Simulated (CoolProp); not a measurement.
Aqueous calcium chloride as a coolant, at 11 °C, 1 atm.

The numbers come from the Melinder's fits for secondary coolants in CoolProp.

```csv
mass %,freezing point (°C),cp (kJ/(kg K)),Prandtl number,density (kg/m³),viscosity (mPa s)
2.1,-1.0,4.054,9.31,1016,1.33
4.5,-2.1,3.907,9.53,1036,1.41
7,-3.6,(withheld),9.78,1059,1.50
9.4,(withheld),3.624,10.1,1081,1.60
11.8,-7.5,3.491,10.5,1104,1.71
14.2,-10.1,3.363,11.0,1127,1.86
16.6,-13.1,(withheld),(withheld),1150,(withheld)
19.1,-16.8,3.127,12.6,1174,2.27
21.5,-21.0,3.027,(withheld),1198,(withheld)
```

### Question
Some entries are withheld; supply them.

### Answer

- 7, cp (kJ/(kg K)): 3.760
- 9.4, freezing point (°C): -5.3
- 16.6, cp (kJ/(kg K)): 3.242
- 16.6, Prandtl number: 11.7
- 16.6, viscosity (mPa s): 2.04
- 21.5, Prandtl number: 13.8
- 21.5, viscosity (mPa s): 2.55
